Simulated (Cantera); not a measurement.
An adiabatic, constant-volume homogeneous reactor starts with CH4 : O2 : N2 : CO2 = 1 : 1.18 : 4.42 : 1.8 (molar parts), equivalence ratio 1.7, at 1725 K and 5.00 bar. Integrator tolerance rtol = 1e-08.

Detailed kinetics in Cantera: GRI-Mech 3.0 (53 species, 325 reactions).

### Question
What does this change do: CH4 1 to 1.7 parts?

### Answer
```csv
quantity,before,after
time of steepest temperature rise,74.0 µs,88.8 µs
temperature at 3.00 s,2743 K,2304 K
equilibrium temperature,2743 K,2304 K
x(CH4) at 3.00 s,1.88e-12 (gas-phase equilibrium 2.19e-12),2.15e-9 (gas-phase equilibrium 2.38e-9)
x(O2) at 3.00 s,0.00144 (gas-phase equilibrium 0.00144),7.79e-7 (gas-phase equilibrium 7.79e-7)
x(CO2) at 3.00 s,0.146 (gas-phase equilibrium 0.146),0.0541 (gas-phase equilibrium 0.0541)
x(H2O2) at 3.00 s,2.32e-7 (gas-phase equilibrium 2.32e-7),1.85e-9 (gas-phase equilibrium 1.85e-9)
x(HCN) at 3.00 s,5.08e-8 (gas-phase equilibrium 5.08e-8),8.69e-7 (gas-phase equilibrium 8.69e-7)
x(OH) at 3.00 s,0.00652 (gas-phase equilibrium 0.00652),0.000246 (gas-phase equilibrium 0.000246)
x(HO2) at 3.00 s,1.41e-6 (gas-phase equilibrium 1.41e-6),1.51e-9 (gas-phase equilibrium 1.51e-9)
```

### Question
What does this change do: CH4 1 to 2.2 parts?

### Answer
```json
[
 {"quantity": "time of steepest temperature rise", "before": "74.0 µs", "after": "97.6 µs"},
 {"quantity": "temperature at 3.00 s", "before": "2743 K", "after": "2004 K"},
 {"quantity": "equilibrium temperature", "before": "2743 K", "after": "2004 K"},
 {"quantity": "x(CH4) at 3.00 s", "before": "1.88e-12 (gas-phase equilibrium 2.19e-12)", "after": "6.66e-8 (gas-phase equilibrium 7.38e-8)"},
 {"quantity": "x(O2) at 3.00 s", "before": "0.00144 (gas-phase equilibrium 0.00144)", "after": "3.35e-9 (gas-phase equilibrium 3.35e-9)"},
 {"quantity": "x(CO2) at 3.00 s", "before": "0.146 (gas-phase equilibrium 0.146)", "after": "0.0328 (gas-phase equilibrium 0.0328)"},
 {"quantity": "x(H2O2) at 3.00 s", "before": "2.32e-7 (gas-phase equilibrium 2.32e-7)", "after": "3.64e-11 (gas-phase equilibrium 3.64e-11)"},
 {"quantity": "x(HCN) at 3.00 s", "before": "5.08e-8 (gas-phase equilibrium 5.08e-8)", "after": "3.51e-6 (gas-phase equilibrium 2.45e-6)"},
 {"quantity": "x(OH) at 3.00 s", "before": "0.00652 (gas-phase equilibrium 0.00652)", "after": "1.54e-5 (gas-phase equilibrium 1.54e-5)"},
 {"quantity": "x(HO2) at 3.00 s", "before": "1.41e-6 (gas-phase equilibrium 1.41e-6)", "after": "7.48e-12 (gas-phase equilibrium 7.48e-12)"}
]
```
